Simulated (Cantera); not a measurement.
# Diamond growth

A diamond (100) surface in a fixed gas of H2 with x(CH4) = 0.0031, x(H) = 0.0044, x(CH3) = 3.2e-05, at 1050 K; coverages are run to steady state.

Cantera simulation using the Harris–Goodwin 1993 mechanism for the reconstructed diamond (100) surface; the numbers are that mechanism's predictions, not measurements.

```csv
P (Pa),growth (µm/h),θ c6HH,θ c6H*,θ c6*H,θ c6**,θ c6HM
880,0.104,0.552,0.0228,0.409,0.0133,0.00178
1500,0.215,0.552,0.0228,0.409,0.0133,0.00218
2600,0.429,0.552,0.0228,0.408,0.0133,0.00252
4400,0.792,0.552,0.0228,0.408,0.0133,0.00276
7400,1.41,0.551,0.0229,0.408,0.0133,0.00293
13000,2.57,0.551,0.0229,0.408,0.0133,0.00304
22000,4.44,0.551,0.0230,0.408,0.0134,0.00311
37000,7.56,0.551,0.0231,0.408,0.0134,0.00315
```
θ: site fractions in the mechanism's names (c6HH fully hydrogenated, c6H* and c6*H radical sites, c6** diradical, c6HM methylated).
